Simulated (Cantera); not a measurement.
SiH₄ + N₂ + NH₃ (silicon nitride deposition)

A closed system holds: 1 mol SiH₄, 1.7 mol N₂, 12 mol NH₃, equilibrated at 2.60 mbar.

Method: chemical equilibrium by Gibbs-energy minimisation in Cantera with the NASA 1993 tables (ideal gas, pure condensed phases). Candidate condensed phases: Si, Si₃N₄; 18 gas species. Gases not in the tables: Si₂H₆ and higher silanes. Rates play no part.

| T (K) | x H₂ | x N₂ | x H | x Si | n Si₃N₄(s) | n Si(l) |
|---|---|---|---|---|---|---|
| 850 | 0.740 | 0.260 | 3.46e-10 | <1e-12 | 0.333 | 0 |
| 1000 | 0.740 | 0.260 | 3.83e-8 | <1e-12 | 0.333 | 0 |
| 1150 | 0.740 | 0.260 | 1.26e-6 | <1e-12 | 0.333 | 0 |
| 1300 | 0.740 | 0.260 | 1.87e-5 | 1.36e-10 | 0.333 | 0 |
| 1450 | 0.740 | 0.260 | 0.000160 | 1.02e-7 | 0.333 | 0 |
| 1600 | 0.739 | 0.260 | 0.000917 | 2.18e-5 | 0.333 | 0 |
| 1750 | 0.718 | 0.277 | 0.00387 | 0.000577 | 0 | 0.981 |
x: gas mole fraction; n: condensed amount in mol.

From 850 K to 1600 K the condensed part is Si₃N₄(s). At 1750 K the condensed part is Si(l).
